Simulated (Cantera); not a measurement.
Input: 1 mol SiC, 0.025 mol H₂, held at 1175 °C and 0.0100 bar.

Method: chemical equilibrium by Gibbs-energy minimisation in Cantera with the NASA 1993 tables (ideal gas, pure condensed phases). Candidate condensed phases: C, C₆H₆, C₇H₈, C₈H₁₈, Si, SiC; 87 gas species. Kinetics and transport are ignored.

Q: What is the equilibrium state?

A: 
```
Item                                         Result
--------------------------------------  -----------
x(H₂)                                         1.000
x(H)                                        9.23e-5
n(SiC(s))                                  1.00 mol
gas amount                              0.02500 mol
log10 activity of Si(s) (absent)              -0.39
log10 activity of C(graphite) (absent)        -1.84
```
